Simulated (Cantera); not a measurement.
# Premixed flame

A freely propagating, adiabatic, planar premixed flame of 7.14 % CH4, 2.43 % C2H6, 19.0 % O2, 71.4 % N2, equivalence ratio 1.2, unburnt at 625 K and 0.350 bar; multicomponent transport, grid criteria slope 0.08 and curve 0.16, no radiation.

Detailed kinetics in Cantera: GRI-Mech 3.0 (53 species, 325 reactions). Burning velocities carry a grid error of a few per cent, more on coarse grids.

```tsv
z (mm)	T (K)	u (m/s)	x CH4	x C2H6	x O2	x OH	x O	x HCN
-2.39	625	1.64	0.0713	0.0243	0.190	<1e-8	<1e-8	<1e-8
-1.59	627	1.65	0.0710	0.0242	0.189	<1e-8	<1e-8	<1e-8
-1.19	633	1.67	0.0705	0.0241	0.188	2.13e-8	<1e-8	<1e-8
-0.796	686	1.83	0.0679	0.0235	0.183	1.38e-6	1.45e-7	1.22e-7
-0.398	1066	2.91	0.0512	0.0172	0.149	4.64e-5	1.10e-5	1.87e-6
-0.199	1469	4.09	0.0303	0.00673	0.106	0.000433	0.000131	5.36e-6
0	1843	5.22	0.00894	0.000405	0.0577	0.00244	0.000827	1.17e-5
0.199	2018	5.74	0.00107	2.41e-6	0.0274	0.00611	0.00225	1.34e-5
0.398	2062	5.85	7.01e-5	<1e-8	0.0150	0.00856	0.00332	8.18e-6
0.796	2083	5.88	2.45e-7	<1e-8	0.00908	0.00960	0.00367	1.92e-6
1.59	2105	5.92	<1e-8	<1e-8	0.00753	0.00953	0.00342	1.39e-7
3.19	2134	5.99	<1e-8	<1e-8	0.00668	0.00922	0.00299	<1e-8
6.37	2177	6.09	<1e-8	<1e-8	0.00557	0.00863	0.00238	<1e-8
```
x: mole fraction of selected species; z is measured from the peak of heat release.

| Property | Value |
|---|---|
| laminar burning velocity | 163 cm/s |
| thermal thickness | 0.796 mm |
| peak x(OH) | 0.00963 |
| peak x(O) | 0.00367 |
| peak x(HCN) | 1.40e-5 |
| grid points | 162 |
